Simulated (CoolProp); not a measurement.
Aqueous potassium carbonate as a coolant, at 6 °C, 1 atm.

Model: Melinder's fits for secondary coolants, in CoolProp.

| mass % | freezing point (°C) | conductivity (W/(m K)) | cp (kJ/(kg K)) | Prandtl number | density (kg/m³) |
|---|---|---|---|---|---|
| 4.8 | -1.6 | 0.570 | 3.901 | 11.0 | 1046 |
| 8.9 | -3.2 | [?] | 3.715 | 11.5 | 1085 |
| 13 | -4.9 | 0.562 | 3.553 | 12.2 | 1125 |
| 17.1 | -7.0 | 0.558 | 3.397 | 13.2 | 1166 |
| 21.1 | -9.6 | 0.554 | 3.246 | 14.4 | 1208 |
| 25.2 | -13.0 | 0.551 | 3.095 | 16.2 | 1252 |
| 29.3 | -17.7 | 0.547 | 2.957 | 18.7 | 1297 |
| 33.4 | [?] | 0.542 | [?] | 22.4 | 1344 |
| 37.5 | -31.7 | 0.537 | 2.741 | 27.9 | 1392 |

### Question
What belongs in the gaps?

### Answer

- 8.9, conductivity (W/(m K)): 0.567
- 33.4, freezing point (°C): -23.8
- 33.4, cp (kJ/(kg K)): 2.839
